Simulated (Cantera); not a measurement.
An adiabatic, constant-volume homogeneous reactor starts with CO : H₂ : O₂ : N₂ = 1 : 0.27 : 0.397 : 1.49 (molar parts), equivalence ratio 1.6, at 1250 K and 3.75 atm.

Computed with Cantera and GRI-Mech 3.0 (53 species, 325 reactions). The hydrogen kinetics of GRI-Mech 3.0 are dated; newer H2 mechanisms differ, most at raised pressure. Above 3000 K some thermodynamic fits are extrapolated.

Problem. Predict: time of steepest temperature rise; temperature at 4.00 s; equilibrium temperature; x(CO) at 4.00 s; x(H₂) at 4.00 s; x(O₂) at 4.00 s; x(H₂O₂) at 4.00 s; x(NO₂) at 4.00 s.

Solution. 
```json
{
 "time_of_steepest_temperature_rise": "16.9 µs",
 "temperature at 4.00 s": "3023 K",
 "equilibrium_temperature": "3023 K",
 "x(CO) at 4.00 s": "0.193 (gas-phase equilibrium 0.193)",
 "x(H₂) at 4.00 s": "0.0120 (gas-phase equilibrium 0.0120)",
 "x(O₂) at 4.00 s": "0.0106 (gas-phase equilibrium 0.0106)",
 "x(H₂O₂) at 4.00 s": "3.88e-7 (gas-phase equilibrium 3.88e-7)",
 "x(NO₂) at 4.00 s": "3.30e-6 (gas-phase equilibrium 3.30e-6)"
}
```
